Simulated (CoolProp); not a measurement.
Vapour-liquid equilibrium of carbon dioxide (1) + R125 (2) at 1.51 MPa; x and y are mole fractions of (1).

Values from CoolProp's multi-fluid Helmholtz-energy mixture model, Span 1996 and Lemmon 2005; pair parameters Bell 2016.

```json
[
 {"x": "0.05", "bubble temperature, mixture model (K)": "295.7", "bubble temperature, Raoult's law (K)": "295.2", "y, mixture model": "0.147", "y, Raoult's law": "0.199"},
 {"x": "0.15", "bubble temperature, mixture model (K)": "284.8", "bubble temperature, Raoult's law (K)": "284.7", "y, mixture model": "0.393", "y, Raoult's law": "0.465"},
 {"x": "0.25", "bubble temperature, mixture model (K)": "275.8", "bubble temperature, Raoult's law (K)": "276.5", "y, mixture model": "0.567", "y, Raoult's law": "0.630"},
 {"x": "0.35", "bubble temperature, mixture model (K)": "268.6", "bubble temperature, Raoult's law (K)": "269.9", "y, mixture model": "0.685", "y, Raoult's law": "0.740"},
 {"x": "0.45", "bubble temperature, mixture model (K)": "263.0", "bubble temperature, Raoult's law (K)": "264.4", "y, mixture model": "0.767", "y, Raoult's law": "0.817"},
 {"x": "0.55", "bubble temperature, mixture model (K)": "258.5", "bubble temperature, Raoult's law (K)": "259.7", "y, mixture model": "0.827", "y, Raoult's law": "0.873"},
 {"x": "0.65", "bubble temperature, mixture model (K)": "254.7", "bubble temperature, Raoult's law (K)": "255.6", "y, mixture model": "0.874", "y, Raoult's law": "0.914"},
 {"x": "0.75", "bubble temperature, mixture model (K)": "251.5", "bubble temperature, Raoult's law (K)": "252.1", "y, mixture model": "0.913", "y, Raoult's law": "0.946"},
 {"x": "0.85", "bubble temperature, mixture model (K)": "248.7", "bubble temperature, Raoult's law (K)": "248.9", "y, mixture model": "0.949", "y, Raoult's law": "0.971"},
 {"x": "0.95", "bubble temperature, mixture model (K)": "246.1", "bubble temperature, Raoult's law (K)": "246.1", "y, mixture model": "0.983", "y, Raoult's law": "0.991"}
]
```

The largest gap from Raoult's law is -1.4 K in bubble temperature, at x = 0.45. No azeotrope shows between x = 0.05 and 0.95.

The pair parameters rest on a limited set of measurements; away from them the model extrapolates. The gap from Raoult's law changes sign with composition, which may be real or a fault of the pair parameters; it wasn't checked against measurements.
